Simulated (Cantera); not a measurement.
Input (Python, Cantera) and output of one run.

```python
import numpy as np
import cantera as ct

gas_names = """
    C CH CH2 CH3 CH2OH CH3O CH4 CH3OH CO CO2 COOH C2 C2H CHCO,ketyl C2H2,acetylene C2H2,vinylidene
    CH2CO,ketene C2H3,vinyl CH3CO,acetyl C2H4 C2H4O,ethylen CH3CHO,ethanal CH3COOH (HCOOH)2 C2H5 C2H6
    CH3OCH3 C2H5OH C2O C3 C3H3,propargyl C3H4,allene C3H4,propyne C3H4,cyclo- C3H5,allyl C3H6,propylene
    C3H6,cyclo- C3H6O C3H7,n-propyl C3H7,i-propyl C3H8 C3H8O,1propanol C3H8O,2propanol C3O2 C4 C4H2
    C4H4,1,3-cyclo- C4H6,butadiene C4H6,2-butyne C4H6,cyclo- C4H8,1-butene C4H8,cis2-buten
    C4H8,tr2-butene C4H8,isobutene C4H8,cyclo- (CH3COOH)2 C4H9,n-butyl C4H9,i-butyl C4H9,s-butyl
    C4H9,t-butyl C4H10,isobutane C4H10,n-butane C5 C5H6,1,3cyclo- C5H8,cyclo- C5H10,1-pentene
    C5H10,cyclo- C5H11,pentyl C5H11,t-pentyl C5H12,n-pentane C5H12,i-pentane CH3C(CH3)2CH3 C6H2
    C6H5,phenyl C6H5O,phenoxy C6H6 C6H5OH,phenol C6H10,cyclo- C6H12,1-hexene C6H12,cyclo- C6H13,n-hexyl
    C7H7,benzyl C7H8 C7H8O,cresol C7H14,1-heptene C7H15,n-heptyl C7H16,n-heptane C8H8,styrene
    C8H10,ethylbenz C8H16,1-octene C8H17,n-octyl C8H18,isooctane C8H18,n-octane C9H19,n-nonyl
    C10H8,naphthale C10H21,n-decyl C12H9,o-bipheny C12H10,bipheny H HCO HO2 H2 HCHO,formaldehy HCOOH H2O
    H2O2 O OH O2 O3
""".split()
cond_names = """
    C(gr) C6H6(L) C7H8(L) C8H18(L),n-octa H2O(s) H2O(L)
""".split()


def load(file, names, dense=False):
    # The tables refer to 1 bar. Condensed volumes are neglected.
    table = {s.name: s for s in ct.Species.list_from_file(file)}
    out = []
    for n in names:
        d = dict(table[n].input_data)
        d["thermo"] = dict(d["thermo"], **{"reference-pressure": 1e5})
        if dense:
            d["equation-of-state"] = {"model": "constant-volume", "density": "1e6 g/cm^3"}
        out.append(ct.Species.from_dict(d))
    return out


gas = ct.Solution(thermo="ideal-gas", species=load("nasa_gas.yaml", gas_names))
cond = {s.name: ct.Solution(thermo="fixed-stoichiometry", species=[s], name=s.name)
        for s in load("nasa_condensed.yaml", cond_names, dense=True)}
atoms = {
    'C2H2': {'C': 2, 'H': 2},
    'O2': {'O': 2},
    'H2': {'H': 2},
}
top_T = {'C(gr)': 4500}  # K; cautious upper limits of use, not melting points


def equilibrate(T, P, feed):
    n = {}
    for name, mol in feed.items():
        for a, k in atoms[name].items():
            n[a] = n.get(a, 0.0) + k * mol
    gas.TPX = T, P, n
    mass = sum(n.values()) * gas.mean_molecular_weight
    gas.equilibrate("TP")
    valid = [c for c in cond.values() if c.min_temp <= T <= top_T.get(c.name, c.max_temp)]
    mix = ct.Mixture([(gas, mass / gas.mean_molecular_weight)] + [(c, 0.0) for c in valid])
    mix.T, mix.P = T, P
    mix.equilibrate("TP", solver="vcs", rtol=1e-11, max_steps=5000)
    return mix


results = []
feed = {'C2H2': 1, 'O2': 0.24, 'H2': 18}  # mol
T = 1448.15  # K
P = 19000  # Pa
mix = equilibrate(T, P, feed)
results.append((T, P, feed, dict(zip(mix.species_names, mix.species_moles))))
x = sorted(zip(gas.X, gas.species_names), reverse=True)
print(f"T = {T:g} K  P = {P:g} Pa  gas = {mix.phase_moles(0):.4g} mol")
print("   x: " + "  ".join(f"{s} {v:.3e}" for v, s in x if v > 0.0001))
print("   condensed (mol): " + ("  ".join(f"{mix.phase(i).name} {mix.phase_moles(i):.4g}"
      for i in range(1, mix.n_phases) if mix.phase_moles(i) > 1e-12) or "none"))
```

Output:

```
T = 1448.15 K  P = 19000 Pa  gas = 19.47 mol
   x: H2 9.747e-01  CO 2.464e-02  CH4 6.018e-04
   condensed (mol): C(gr) 1.508
```

Cantera equilibrium calculation (NASA polynomials, part measured and part estimated; ideal gas, pure solids and liquids).
